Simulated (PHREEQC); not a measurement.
A made-up water analysis in mmol/kgw, 25 °C, pH 7.26, pe 9.6: Na 146; K 4.66; Ca 3.03; Mg 10.7; Cl 157; S(6) 6.01; Alkalinity (meq/kgw) 1.39; Br 0.0264; B 0.029.

Valence states are taken as typed.

The numbers come from PHREEQC with the ion-association model, wateq4f.dat.

Question: The ionic strength comes out as 0.188 mol/kgw. What activity coefficients do Ca+2, CaHCO3+, HCO3-, Cl-, NaSO4- get?

Answer: Ca+2 0.33, CaHCO3+ 0.76, HCO3- 0.75, Cl- 0.72, NaSO4- 0.75.

Precipitation was switched off in this run.
